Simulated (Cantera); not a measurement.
Feed: 1 mol Nb2O5, 0.4 mol H2, 9.4 mol H2O, equilibrated at 1727 °C and 0.133 bar.

Method: chemical equilibrium by Gibbs-energy minimisation in Cantera with the NASA 1993 tables (ideal gas, pure condensed phases). Candidate condensed phases: H2O, Nb, NbO, NbO2, Nb2O5; 12 gas species. Condensed phases not in the tables: the oxides between NbO2 and Nb2O5. The numbers say what is thermodynamically allowed, not how fast it happens.

Base state: H2O 0.955, H2 0.0420, OH 0.00207, H 0.000913, O2 0.000323, O 3.29e-5 (mole fractions); condensed: Nb2O5(l).

Task: What changes in the equilibrium state with this change: Nb2O5 replaced by Cu2O?

Result: 
```
species          before     after
-------------  --------  --------
H2O               0.955     0.927
Cu                    0    0.0323
O2             0.000323    0.0290
H2               0.0420   0.00430
CuO                   0  0.000215
Cu2                   0  0.000133
O               3.29e-5  0.000312
Nb2O5(l), mol     1.000         0
Cu(l), mol            0      1.66
```
Further candidate phases: Cu, CuO, Cu(OH)2, Cu2O.
